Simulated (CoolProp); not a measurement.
Vapour pressure (bar) of cyclopentane: the reference equation beside estimates from Tc = 238.6 °C, pc = 45.83 bar, ω = 0.202. Clausius-Clapeyron is anchored at 98.45 °C with a constant enthalpy of vaporisation of 24.46 kJ/mol.

Model: reference Helmholtz-energy equation of state, Gedanitz 2015, in CoolProp.

```
T (°C)  reference  Clausius-Clapeyron  van der Waals  Redlich-Kwong  Soave-Redlich-Kwong  Peng-Robinson
------  ---------  ------------------  -------------  -------------  -------------------  -------------
59.95       1.422               1.608          6.274          2.103                1.407          1.416
67.65       1.788               1.964          7.090          2.594                1.775          1.780
75.35       2.222               2.376          7.974          3.164                2.213          2.213
83.05       2.732               2.852          8.927          3.821                2.729          2.722
90.75       3.328               3.397          9.952          4.571                3.333          3.317
98.45       4.016               4.016          11.05          5.422                4.034          4.007
106.15      4.807               4.716          12.22          6.379                4.841          4.801
113.85      5.709               5.504          13.48          7.451                5.764          5.709
121.55      6.731               6.383          14.81          8.642                6.813          6.741
129.25      7.884               7.362          16.22          9.961                7.997          7.906
```

Absolute difference from the reference over all 10 rows, mean and median: Clausius-Clapeyron 5.4 and 4.8 %, van der Waals 201.4 and 187.1 %, Redlich-Kwong 36.6 and 36.2 %, Soave-Redlich-Kwong 0.7 and 0.7 %, Peng-Robinson 0.3 and 0.3 %.
